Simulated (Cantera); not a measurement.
An isothermal, constant-pressure homogeneous reactor starts with NH₃ : N₂ = 1 : 0.19 (molar parts), at 2198 K and 0.0918 atm. Integrator tolerance rtol = 1e-08.

Computed with Cantera and the gas-phase N/H chemistry of the illustrative SiF4/NH3 mechanism in the Surface Chemkin manual (1991). Walls and surfaces, which speed up NH3 decomposition in real reactors, are not modelled.

**Question.** What does this change do: temperature 2198 to 1575 K?

**Answer.** 
```tsv
quantity	before	after
x(NH₃) at 3.00 s	9.95e-7 (gas-phase equilibrium 4.27e-7)	0.776 (gas-phase equilibrium 1.46e-6)
x(NH₂) at 3.00 s	6.90e-8 (gas-phase equilibrium 2.96e-8)	0.000106 (gas-phase equilibrium 5.65e-10)
x(H₂) at 3.00 s	0.672 (gas-phase equilibrium 0.672)	0.0521 (gas-phase equilibrium 0.685)
x(H) at 3.00 s	0.0151 (gas-phase equilibrium 0.0151)	3.06e-6 (gas-phase equilibrium 0.000114)
x(N₂) at 3.00 s	0.313 (gas-phase equilibrium 0.313)	0.171 (gas-phase equilibrium 0.315)
```
